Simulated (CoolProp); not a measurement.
Vapour-liquid equilibrium of o-xylene (1) + n-nonane (2) at 0.00846 MPa; x and y are mole fractions of (1).

Model: multi-fluid Helmholtz-energy mixture model, Zhou 2012 and Lemmon 2006; pair parameters Bell 2016, in CoolProp.

### Question
Give the bubble temperature and the first vapour's composition at x = 0.5, 0.65, 0.725. Is there an azeotrope?

### Answer
x = 0.5: 344.7 K, y = 0.576; x = 0.65: 343.9 K, y = 0.698; x = 0.725: 343.6 K, y = 0.758. No azeotrope shows between x = 0.05 and 0.95.

The pair parameters rest on a limited set of measurements; away from them the model extrapolates.
